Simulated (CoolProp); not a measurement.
A single-stage vapour-compression cycle with R507A: evaporating at 268.15 K (dew point), condensing at 318.15 K (bubble point), superheat 10 K, subcooling 0 K, compressor efficiency 0.85, no pressure losses. Each further row changes one setting.

Computed with CoolProp (reference Helmholtz-energy equation of state, Lemmon 2003). It is a pseudo-pure fit of the blend.

```csv
case,cooling COP,pressure ratio,discharge temperature (K),refrigerating effect (kJ/kg),volumetric capacity (kJ/m³)
as stated,3.02,3.96,336.4,101,2600
evaporating temperature 273.15 K,3.53,3.37,335.4,103,3130
condensing temperature 313.15 K,3.58,3.52,330.7,109,2820
subcooling 5 K,(withheld),3.96,336.4,109,2830
superheat 20 K,(withheld),3.96,345.7,110,(withheld)
compressor efficiency 0.75,(withheld),3.96,339.9,101,2600
```

Fill in the missing entries.


- subcooling 5 K, cooling COP: 3.28
- superheat 20 K, cooling COP: 3.11
- superheat 20 K, volumetric capacity (kJ/m³): 2700
- compressor efficiency 0.75, cooling COP: 2.66
